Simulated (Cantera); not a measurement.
A Cantera script and what it prints.

```python
import numpy as np
import cantera as ct

gas_names = """
    CL CL2 H HCL H2 Si SiCL SiCL2 SiCL3 SiCL4 SiH SiHCL3 SiH2 SiH2CL2 SiH3 SiH3CL SiH4 Si2 Si3
""".split()
cond_names = """
    Si(cr) Si(L)
""".split()


# ... load() reads the species with a 1 bar reference pressure and builds the phases ...
atoms = {
    'SiHCl3': {'Si': 1, 'H': 1, 'CL': 3},
    'H2': {'H': 2},
}
top_T = {}  # K; cautious upper limits of use, not melting points


# ... equilibrate(T, P, feed) seeds the gas with the atoms and calls Mixture.equilibrate('TP', solver="vcs", rtol=1e-11, max_steps=5000) ...
results = []
feed = {'SiHCl3': 1, 'H2': 12}  # mol
T = 2225  # K
P = 13000  # Pa
mix = equilibrate(T, P, feed)
results.append((T, P, feed, dict(zip(mix.species_names, mix.species_moles))))
x = sorted(zip(gas.X, gas.species_names), reverse=True)
print(f"T = {T:g} K  P = {P:g} Pa  gas = {mix.phase_moles(0):.4g} mol")
print("   x: " + "  ".join(f"{s} {v:.3e}" for v, s in x if v > 1e-06))
print("   condensed (mol): " + ("  ".join(f"{mix.phase(i).name} {mix.phase_moles(i):.4g}"
      for i in range(1, mix.n_phases) if mix.phase_moles(i) > 1e-12) or "none"))
```

Output:

```
T = 2225 K  P = 13000 Pa  gas = 14.2 mol
   x: H2 8.074e-01  HCL 1.290e-01  SiCL2 3.881e-02  H 1.614e-02  Si 3.604e-03  SiCL 2.091e-03  CL 1.872e-03  SiH 4.925e-04  SiH2 2.703e-04  SiCL3 2.274e-04  Si2 6.058e-05  Si3 1.170e-05  SiHCL3 4.100e-06  SiH2CL2 3.067e-06  SiCL4 1.125e-06
   condensed (mol): Si(L) 0.3517
```

Cantera equilibrium calculation (NASA polynomials, part measured and part estimated; ideal gas, pure solids and liquids). The tables' values for SiCl, SiCl3 are old estimates; treat these amounts as uncertain. Gases not in the tables: Si2H6 and higher silanes.
